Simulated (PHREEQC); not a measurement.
Consider water at 25 °C with 84 mmol/kgw Al(NO3)3 and 2.1 mmol/kgw KOH. Closed to the air; pH follows from the charge balance.

Model: ion-association model, wateq4f.dat, run in PHREEQC.

* **pH**: 3.85
* **ionic strength**: 0.499 mol/kgw
* **activity of water**: 0.994
* **total alkalinity**: 2.10 meq/kg

```json
[
 {"species": "NO3-", "molality": "0.252", "activity": "0.154", "log γ": "-0.212"},
 {"species": "Al+3", "molality": "0.0818", "activity": "0.00728", "log γ": "-1.050"},
 {"species": "AlOH+2", "molality": "0.00221", "activity": "0.000506", "log γ": "-0.640"},
 {"species": "K+", "molality": "0.00210", "activity": "0.00135", "log γ": "-0.191"},
 {"species": "H+", "molality": "0.000186", "activity": "0.000142", "log γ": "-0.117"},
 {"species": "Al(OH)2+", "molality": "4.00e-5", "activity": "2.77e-5", "log γ": "-0.160"},
 {"species": "Al(OH)3", "molality": "2.54e-8", "activity": "2.85e-8", "log γ": "0.050"}
]
```

No solid was allowed to form. The solution is supersaturated, for example in Boehmite (slow to form), Gibbsite (slow to form), so a real one may precipitate; this is no full list. Complexes and solids missing from the database can't appear.
